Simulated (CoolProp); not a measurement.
Saturation properties of oxygen.

Model: reference Helmholtz-energy equation of state, Schmidt 1985, in CoolProp.

| T (°C) | p (MPa) | liquid density (kg/m³) | surface tension (mN/m) |
|---|---|---|---|
| -151.45 | 1.127 | 962.5 | 5.77 |
| -148.55 | 1.322 | 942.6 | 5.15 |
| -145.65 | … | 921.5 | … |
| -142.75 | 1.784 | 899.3 | 3.96 |
| -139.85 | 2.054 | 875.7 | … |
| -136.95 | 2.352 | 850.2 | 2.83 |
| -133.95 | 2.692 | 821.4 | 2.28 |
| -131.05 | 3.052 | … | … |
| -128.15 | 3.448 | 755.1 | 1.27 |
| -125.25 | 3.880 | … | 0.819 |

What belongs in the gaps?


- -145.65, p (MPa): 1.541
- -145.65, surface tension (mN/m): 4.55
- -139.85, surface tension (mN/m): 3.39
- -131.05, liquid density (kg/m³): 790.5
- -131.05, surface tension (mN/m): 1.76
- -125.25, liquid density (kg/m³): 713.0

It boils at -183.0 °C under 1 atm.

Surface tension comes from a separate correlation (Mulero 2012).
